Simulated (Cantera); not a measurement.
**Silicon oxide and oxynitride deposition: SiF4 + NO**

Feed: 1 mol SiF4, 0.17 mol NO, equilibrated at 0.0100 bar.

These are equilibrium values from Cantera (NASA tables, ideal gas, pure condensed phases), not measurements of a reactor. Candidate condensed phases: Si, SiO2, Si2N2O, Si3N4; 28 gas species. The tables' values for SiF3 are old estimates; treat these amounts as uncertain. Kinetics and transport are ignored.

```
T (K)  x SiF4    x N2    x O2       x F    x SiF3
-----  ------  ------  ------  --------  --------
1125    0.855  0.0726  0.0726   3.32e-9  3.38e-10
1200    0.855  0.0726  0.0726   1.89e-8   3.48e-9
1275    0.855  0.0726  0.0726   8.82e-8   2.72e-8
1350    0.855  0.0726  0.0726   3.47e-7   1.69e-7
1425    0.855  0.0726  0.0726   1.18e-6   8.64e-7
1500    0.855  0.0725  0.0725   3.66e-6   3.65e-6
1575    0.855  0.0725  0.0725   1.17e-5   1.17e-5
1650    0.855  0.0724  0.0724   3.36e-5   3.36e-5
1725    0.854  0.0724  0.0723   8.82e-5   8.81e-5
1800    0.854  0.0723  0.0721  0.000214  0.000213
1875    0.854  0.0721  0.0718  0.000481  0.000480
1950    0.852  0.0719  0.0713   0.00102   0.00101
2025    0.850  0.0717  0.0706   0.00204   0.00202
2100    0.846  0.0714  0.0695   0.00390   0.00382
```
x: gas mole fraction; nothing condenses.

From 1125 K to 2100 K nothing is condensed. The main Si-bearing gas is SiF4 throughout.
